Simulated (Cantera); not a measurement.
Input: 1 mol KOH, 1.1 mol C, 8.3 mol H2, held at 33.0 Pa.

Method: chemical equilibrium by Gibbs-energy minimisation in Cantera with the NASA 1993 tables (ideal gas, pure condensed phases). Candidate condensed phases: C, C6H6, C7H8, C8H18, H2O, K, KOH, KO2, K2CO3, K2O, K2O2; 116 gas species. The numbers say what is thermodynamically allowed, not how fast it happens. All values below are at 1875 K.

Base state: H2 0.786, CO 0.0911, K 0.0911, H 0.0320, C2H2 (acetylene) 0.000249 (mole fractions); condensed: C(graphite).

Question: What changes in the equilibrium state with this change: pressure from 33.0 Pa to 13300 Pa?

Answer: 
| species | before | after |
|---|---|---|
| H2 | 0.786 | 0.813 |
| CO | 0.0911 | 0.0925 |
| K | 0.0911 | 0.0924 |
| H | 0.0320 | 0.00162 |
| CH4 | 1.23e-7 | 5.34e-5 |
| KH | 5.30e-6 | 0.000110 |
| C2H2 (acetylene) | 0.000249 | 0.000258 |
| C(graphite), mol | 0.0945 | 0.0938 |
